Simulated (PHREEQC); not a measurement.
**Hard or scaling water (model solution)**

A solution holds 0.12 mol/kgw CaCl2 and 0.0034 mol/kgw Na2SO4, at 10 °C. Closed to the air; pH follows from the charge balance.

The numbers come from PHREEQC with the ion-association model, phreeqc.dat.

Each row changes one thing in this solution. This is a speciation only: nothing precipitates in the calculation.

| case | CaSO4 (mol/kgw) | SO4-2 (mol/kgw) | NaSO4- (mol/kgw) | CaOH+ (mol/kgw) | HSO4- (mol/kgw) | CaHSO4+ (mol/kgw) | SI of Gypsum (CaSO4:2H2O) | SI of Halite (NaCl) |
|---|---|---|---|---|---|---|---|---|
| as made | 0.00183 | 0.00156 | 1.17e-5 | 7.97e-8 | 3.44e-9 | 1.39e-9 | -0.31 | -4.65 |
| diluted 2-fold with water | 0.000822 | 0.000874 | 4.18e-6 | 5.38e-8 | 2.09e-9 | 5.04e-10 | -0.68 | -5.21 |
| Na2SO4 from 0.0034 to 0.00306 mol/kgw | 0.00165 | 0.00140 | 9.51e-6 | 7.97e-8 | 3.10e-9 | 1.26e-9 | -0.36 | -4.70 |
| CaCl2 from 0.12 to 0.132 mol/kgw | 0.00186 | 0.00153 | 1.12e-5 | 8.39e-8 | 3.34e-9 | 1.46e-9 | -0.30 | -4.62 |
| temperature from 10 to 25 °C | 0.00188 | 0.00151 | 1.22e-5 | 5.71e-8 | 6.05e-9 | 2.38e-9 | -0.36 | -4.67 |
| CaCl2 from 0.12 to 0.18 mol/kgw | 0.00195 | 0.00144 | 9.52e-6 | 9.91e-8 | 3.02e-9 | 1.71e-9 | -0.27 | -4.50 |
| CaCl2 from 0.12 to 0.06 mol/kgw | 0.00162 | 0.00176 | 1.68e-5 | 5.38e-8 | 4.14e-9 | 9.79e-10 | -0.38 | -4.91 |

Complexes and solids missing from the database can't appear. Constants without temperature data keep their 25 °C values here.
